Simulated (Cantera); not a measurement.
Feed: 1 mol Fe(CO)₅, 21 mol N₂, held at 1225 K and 1.33 mbar.

Equilibrium computed with Cantera from the NASA thermochemical tables; the gas is ideal and each condensed phase is pure. Candidate condensed phases: C, Fe, Fe(CO)₅, FeO, Fe₂O₃, Fe₃O₄; 27 gas species. Equilibrium is a limit: real reactors are often held back by kinetics, nucleation or transport.

Base state: N₂ 0.808, CO 0.192 (mole fractions); condensed: Fe(γ).

Task: What changes in the equilibrium state with this change: Fe(CO)₅ replaced by Hg?

Result: 
```json
[
 {"species": "N₂", "before": "0.808", "after": "0.955"},
 {"species": "Hg", "before": "0", "after": "0.0455"},
 {"species": "CO", "before": "0.192", "after": "0"},
 {"species": "Fe(γ), mol", "before": "1.000", "after": "0"}
]
```
Further candidate phases: Hg.
